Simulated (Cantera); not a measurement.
What does this Cantera script print?

```python
import numpy as np
import cantera as ct

gas_names = """
    CL CLO CL2 H HCL HOCL HO2 H2 H2O H2O2 O OH O2 O3 Si SiCL SiCL2 SiCL3 SiCL4 SiH SiHCL3 SiH2 SiH2CL2
    SiH3 SiH3CL SiH4 SiO SiO2 Si2 Si3
""".split()
cond_names = """
    H2O(s) H2O(L) Si(cr) Si(L) SiO2(Lqz) SiO2(hqz) SiO2(L)
""".split()


# ... load() reads the species with a 1 bar reference pressure and builds the phases ...
atoms = {
    'SiCl4': {'Si': 1, 'CL': 4},
    'O3': {'O': 3},
    'H2O': {'H': 2, 'O': 1},
}
top_T = {}  # K; cautious upper limits of use, not melting points


# ... equilibrate(T, P, feed) seeds the gas with the atoms and calls Mixture.equilibrate('TP', solver="vcs", rtol=1e-11, max_steps=5000) ...
results = []
feed = {'SiCl4': 1, 'O3': 3.2, 'H2O': 21}  # mol
T = 1923.15  # K
P = 1000  # Pa
mix = equilibrate(T, P, feed)
results.append((T, P, feed, dict(zip(mix.species_names, mix.species_moles))))
print(gas.report(threshold=1e-05))
for i in range(1, mix.n_phases):
    print(f"{mix.phase(i).name:16s} {mix.phase_moles(i):12.5e} mol")
```

Result:

```
       temperature   1923.2 K
          pressure   1000 Pa
           density   0.00143 kg/m^3
  mean mol. weight   22.866 kg/kmol
   phase of matter   gas

                          1 kg             1 kmol
                     ---------------   ---------------
          enthalpy       -4.7405e+06        -1.084e+08  J
   internal energy       -5.4398e+06       -1.2439e+08  J
           entropy             13390        3.0617e+05  J/K
    Gibbs function       -3.0491e+07        -6.972e+08  J
 heat capacity c_p            2017.2             46126  J/K
 heat capacity c_v            1653.6             37812  J/K

                      mass frac. Y      mole frac. X     chem. pot. / RT
                     ---------------   ---------------   ---------------
                CL          0.026834          0.017309           -23.688
               CLO        2.5323e-05        1.1255e-05           -41.205
               CL2        3.1429e-05        1.0136e-05           -47.377
                 H        2.1332e-05         0.0004839           -14.951
               HCL            0.1996           0.12519           -38.639
                H2        0.00023212         0.0026328           -29.901
               H2O           0.53372           0.67744           -47.418
                 O         0.0010289         0.0014706           -17.517
                OH         0.0079743          0.010722           -32.468
                O2            0.2305           0.16472           -35.034
     [  +20 minor]        3.9338e-05        1.8031e-05

Si(L)             0.00000e+00 mol
SiO2(L)           9.99595e-01 mol
```

Cantera equilibrium calculation (NASA polynomials, part measured and part estimated; ideal gas, pure solids and liquids). The tables hold silica as quartz up to 1696 K and as liquid above; real silica turns to tridymite and cristobalite and melts near 1996 K.
